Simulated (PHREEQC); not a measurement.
Solution (25 °C): 39 mmol/kgw KHCO3 and 0.03 mmol/kgw Na2HPO4. Closed to the air; pH follows from the charge balance.

Computed with PHREEQC (ion-association model, phreeqc.dat).

Precipitation was switched off in this run.

Task: Order these P species by the share of P that they hold, largest first: HPO4-2, KHPO4-, H2PO4-.

Result: HPO4-2 (91 %), H2PO4- (5.6 %), KHPO4- (3.4 %)

The pH is 8.19 and the ionic strength 0.0396 mol/kgw.
